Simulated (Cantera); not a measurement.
## Equilibrium for silicon carbide growth: SiH₂Cl₂ + C₂H₄ + H₂

A closed system holds: 1 mol SiH₂Cl₂, 0.013 mol C₂H₄, 1300 mol H₂, held at 0.110 bar.

Equilibrium computed with Cantera from the NASA thermochemical tables; the gas is ideal and each condensed phase is pure. Candidate condensed phases: C, C₆H₆, C₇H₈, C₈H₁₈, Si, SiC; 109 gas species. Mutual solubility and eutectic melting of coexisting phases are not modelled. Gases not in the tables: Si₂H₆ and higher silanes. Rates play no part.

From 1577 °C to 1727 °C the condensed part is Si(l) + SiC(s). From 1777 °C to 1877 °C nothing is condensed. The main Si-bearing gas is Si throughout.

```json
[
 {"T (°C)": "1577", "x H₂": "0.997", "x H": "0.00162", "x HCl": "0.00152", "x Si": "5.86e-5", "x SiH₂": "4.20e-5", "x SiH": "1.92e-5", "x Cl": "1.88e-6", "x Si₂C": "8.06e-7", "n Si(l)": "0.807", "n SiC(s)": "0.0214"},
 {"T (°C)": "1627", "x H₂": "0.996", "x H": "0.00239", "x HCl": "0.00152", "x Si": "0.000115", "x SiH₂": "5.81e-5", "x SiH": "3.29e-5", "x Cl": "2.74e-6", "x Si₂C": "2.01e-6", "n Si(l)": "0.692", "n SiC(s)": "0.0189"},
 {"T (°C)": "1677", "x H₂": "0.995", "x H": "0.00345", "x HCl": "0.00151", "x Si": "0.000216", "x SiH₂": "7.89e-5", "x SiH": "5.48e-5", "x Cl": "3.93e-6", "x Si₂C": "4.78e-6", "n Si(l)": "0.497", "n SiC(s)": "0.0135"},
 {"T (°C)": "1727", "x H₂": "0.993", "x H": "0.00489", "x HCl": "0.00151", "x Si": "0.000396", "x SiH₂": "0.000105", "x SiH": "8.87e-5", "x Cl": "5.53e-6", "x Si₂C": "1.09e-5", "n Si(l)": "0.170", "n SiC(s)": "0.00209"},
 {"T (°C)": "1777", "x H₂": "0.991", "x H": "0.00681", "x HCl": "0.00151", "x Si": "0.000517", "x SiH₂": "0.000102", "x SiH": "0.000103", "x Cl": "7.67e-6", "x Si₂C": "1.08e-5", "n Si(l)": "0", "n SiC(s)": "0"},
 {"T (°C)": "1827", "x H₂": "0.988", "x H": "0.00934", "x HCl": "0.00151", "x Si": "0.000553", "x SiH₂": "8.21e-5", "x SiH": "9.88e-5", "x Cl": "1.05e-5", "x Si₂C": "7.64e-6", "n Si(l)": "0", "n SiC(s)": "0"},
 {"T (°C)": "1877", "x H₂": "0.985", "x H": "0.0126", "x HCl": "0.00150", "x Si": "0.000582", "x SiH₂": "6.59e-5", "x SiH": "9.36e-5", "x Cl": "1.41e-5", "x Si₂C": "5.04e-6", "n Si(l)": "0", "n SiC(s)": "0"}
]
```
x: gas mole fraction; n: condensed amount in mol.
